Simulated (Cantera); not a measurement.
Cantera run, input and output.

```python
import numpy as np
import cantera as ct

gas = ct.Solution("gri30.yaml")
gas.TPX = 348, 500000, {'C3H8': 1, 'O2': 2.94, 'N2': 22.6}
inlet = ct.Reservoir(gas, clone=True)
gas.equilibrate("HP")  # start burning
reactor = ct.IdealGasConstPressureReactor(gas, energy="on", clone=False)
exhaust = ct.Reservoir(gas, clone=True)
tau = [0.049, 0.016, 0.0053, 0.0018, 0.00058, 0.00019, 6.2e-05, 2e-05, 6.7e-06][0]
for a, b in ((inlet, reactor), (reactor, exhaust)):
    ct.MassFlowController(a, b, mdot=lambda t: reactor.mass / tau)
net = ct.ReactorNet([reactor])
show = ['C3H8', 'O2', 'NO', 'HCO', 'HCN', 'C2H4', 'CO2']

rows = []
print(f"{'tau/s':>10s}{'T/K':>9s}" + "".join(f"{s:>11s}" for s in show))
for tau in [0.049, 0.016, 0.0053, 0.0018, 0.00058, 0.00019, 6.2e-05, 2e-05, 6.7e-06]:
    net.initial_time = 0.0
    net.advance(30 * tau)
    before = gas.X
    net.advance(40 * tau)
    drift = np.max(np.abs(gas.X - before) / (gas.X + 1e-9))
    rows.append([gas.T, *gas[show].X, drift])
    print(f"{tau:10.3e}{gas.T:9.1f}" + "".join(f"{x:11.3e}" for x in gas[show].X))
```

It prints:

```
     tau/s      T/K       C3H8         O2         NO        HCO        HCN       C2H4        CO2
 4.900e-02   1348.6  2.065e-04  4.998e-03  2.039e-09  4.654e-08  1.692e-08  2.639e-03  2.857e-02
 1.600e-02   1269.2  7.800e-04  1.212e-02  1.215e-09  1.640e-07  2.457e-09  5.103e-03  2.244e-02
 5.300e-03    348.0  3.768e-02  1.108e-01 -3.608e-27 -1.406e-37 -2.688e-23 -9.444e-17 -2.593e-16
 1.800e-03    348.0  3.768e-02  1.108e-01 -2.819e-30 -2.317e-44 -2.100e-26 -7.380e-20 -2.026e-19
 5.800e-04    348.0  3.768e-02  1.108e-01 -1.781e-31 -7.543e-46 -1.327e-27 -4.662e-21 -1.280e-20
 1.900e-04    348.0  3.768e-02  1.108e-01 -1.125e-32 -4.768e-47 -8.380e-29 -2.945e-22 -8.084e-22
 6.200e-05    348.0  3.768e-02  1.108e-01 -7.105e-34 -3.012e-48 -5.294e-30 -1.860e-23 -5.106e-23
 2.000e-05    348.0  3.768e-02  1.108e-01 -4.488e-35 -1.902e-49 -3.344e-31 -1.175e-24 -3.225e-24
 6.700e-06    348.0  3.768e-02  1.108e-01 -2.835e-36 -1.202e-50 -2.112e-32 -7.422e-26 -2.037e-25
```

Cantera simulation using GRI-Mech 3.0 (53 species, 325 reactions); the numbers are that mechanism's predictions, not measurements. GRI-Mech 3.0 was tuned for natural gas; its chemistry of propane as a main component is partial and can be far from experiment.
